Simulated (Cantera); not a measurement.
What does this Cantera script print?

```python
import numpy as np
import cantera as ct

gas_names = """
    H2 OH HCL O3 CL2
""".split()
cond_names = """
    SrO2H2(s) SrO2H2(L) SrO(s) SrO(L)
""".split()


# ... load() reads the species with a 1 bar reference pressure and builds the phases ...
species = {s.name: s for s in load("nasa_gas.yaml", gas_names) + load("nasa_condensed.yaml", cond_names)}
# Each term lists the table entries of one substance; the one whose range holds T is used.
reactions = {
    '2 Sr(OH)2 = H2(g) + 2 SrO + 2 OH(g)':
        [(-2, ['SrO2H2(s)', 'SrO2H2(L)']), (1, ['H2']), (2, ['SrO(s)', 'SrO(L)']), (2, ['OH'])],
    '3 SrO + 6 HCl(g) + O3(g) = 3 Sr(OH)2 + 3 Cl2(g)':
        [(-3, ['SrO(s)', 'SrO(L)']), (-6, ['HCL']), (-1, ['O3']), (3, ['SrO2H2(s)', 'SrO2H2(L)']), (3, ['CL2'])],
}


def pick(names, T):
    return next(species[n] for n in names if species[n].thermo.min_temp <= T <= species[n].thermo.max_temp)


results = []
for label, terms in reactions.items():
    print(label)
    print("     T/K   dH/kJ  dS/(J/K)   dG/kJ   log10 K")
    for T in [875, 950, 1025, 1100, 1175]:
        used = [(nu, pick(names, T)) for nu, names in terms]
        dH = sum(nu * s.thermo.h(T) for nu, s in used) / 1e6
        dS = sum(nu * s.thermo.s(T) for nu, s in used) / 1e3
        dG = dH - T * dS / 1e3
        logK = -dG * 1e6 / (ct.gas_constant * T * np.log(10))
        results.append((label, T, dH, dS, dG, logK, [s.name for _, s in used]))
        print(f"{T:8g} {dH:8.1f} {dS:8.1f} {dG:8.1f} {logK:8.2f}")
```

It prints:

```
2 Sr(OH)2 = H2(g) + 2 SrO + 2 OH(g)
     T/K   dH/kJ  dS/(J/K)   dG/kJ   log10 K
     875    767.9    333.5    476.0   -28.42
     950    759.3    324.1    451.4   -24.82
    1025    750.9    315.6    427.4   -21.78
    1100    742.7    307.9    404.0   -19.19
    1175    734.6    300.8    381.2   -16.95
3 SrO + 6 HCl(g) + O3(g) = 3 Sr(OH)2 + 3 Cl2(g)
     T/K   dH/kJ  dS/(J/K)   dG/kJ   log10 K
     875   -613.4   -427.2   -239.6    14.30
     950   -600.1   -412.6   -208.1    11.44
    1025   -587.1   -399.5   -177.6     9.05
    1100   -574.5   -387.6   -148.1     7.03
    1175   -562.2   -376.8   -119.5     5.31
```

Cantera with NASA thermochemical tables; ideal gases at 1 bar, condensed phases pure. Condensed species are held in their standard states even where they would react or evaporate.
